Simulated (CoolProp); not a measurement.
Computed with CoolProp (reference Helmholtz-energy equation of state, Akasaka 2019).

For R1234ze(Z), give the phase and the cp (kJ/(kg K)) at 371.9 K and 0.101 MPa; 380.4 K and 0.101 MPa; 406 K and 0.101 MPa.


- 371.9 K and 0.101 MPa: gas; cp 0.972
- 380.4 K and 0.101 MPa: gas; cp 0.985
- 406 K and 0.101 MPa: gas; cp 1.02
